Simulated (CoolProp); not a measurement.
The fluid at 472.35 K and 0.493 MPa is throttled through a valve to 0.246 MPa with no heat exchange. The same conditions are run with several fluids, on thermodynamics alone (safety and materials aside).

The numbers come from the reference Helmholtz-energy equation of state of each fluid (carbon monoxide: Lemmon 2006; isohexane: Lemmon 2006; chloromethane (R40): Thol 2014; n-hexane: Thol 2019; n-heptane: Span 2003) in CoolProp.

Problem. Rank carbon monoxide, isohexane, chloromethane (R40), n-hexane, n-heptane by temperature change (K), highest first.

Solution. carbon monoxide (-0.2), chloromethane (R40) (-2.2), isohexane (-2.4), n-hexane (-2.6), n-heptane (-3.5)

```tsv
fluid	final density (kg/m³)
carbon monoxide	1.75
isohexane	5.62
chloromethane (R40)	3.21
n-hexane	5.64
n-heptane	6.69
```
